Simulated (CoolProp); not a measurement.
n-octane at 598.86 K and 1.48 MPa flows at 0.21 m/s in a round tube of 6 mm bore and 45 µm roughness, fully developed (64/Re and Nu = 3.66 if laminar; Colebrook and Gnielinski if turbulent). Each further row changes one setting.

The numbers come from the reference Helmholtz-energy equation of state, Beckmüller 2019 in CoolProp.

```
case               Reynolds number  Darcy friction factor  pressure drop (Pa/m)  heat-transfer coefficient (W/(m² K))  mass flow (kg/h)
-----------------  ---------------  ---------------------  --------------------  ------------------------------------  ----------------
as stated                     4420                 0.0460                  7.18                                   [?]               [?]
velocity 0.42 m/s             8840                 0.0411                  25.7                                   [?]              1.81
diameter 12 mm                8840                    [?]                   [?]                                   127               [?]
```

Question: Fill in the missing entries.

Answer: 
- as stated, heat-transfer coefficient (W/(m² K)): 141
- as stated, mass flow (kg/h): 0.907
- velocity 0.42 m/s, heat-transfer coefficient (W/(m² K)): 286
- diameter 12 mm, Darcy friction factor: 0.0369
- diameter 12 mm, pressure drop (Pa/m): 2.88
- diameter 12 mm, mass flow (kg/h): 3.63

Viscosity comes from a separate model (Huber 2004). Thermal conductivity comes from a separate model (Huber 2005).
